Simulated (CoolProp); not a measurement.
Vapour-liquid equilibrium of R134a (1) + R142b (2) at -1.75 °C; x and y are mole fractions of (1).

The numbers come from the multi-fluid Helmholtz-energy mixture model, Tillner-Roth 1994 and Lemmon 2006; pair parameters Bell 2016 in CoolProp.

**Question.** Give the bubble pressure and the first vapour's composition at x = 0.425, 0.575, 0.8. Is there an azeotrope?

**Answer.** x = 0.425: 2.061 bar, y = 0.599; x = 0.575: 2.265 bar, y = 0.719; x = 0.8: 2.535 bar, y = 0.871. No azeotrope shows between x = 0.05 and 0.95.

The pair parameters rest on a limited set of measurements; away from them the model extrapolates.
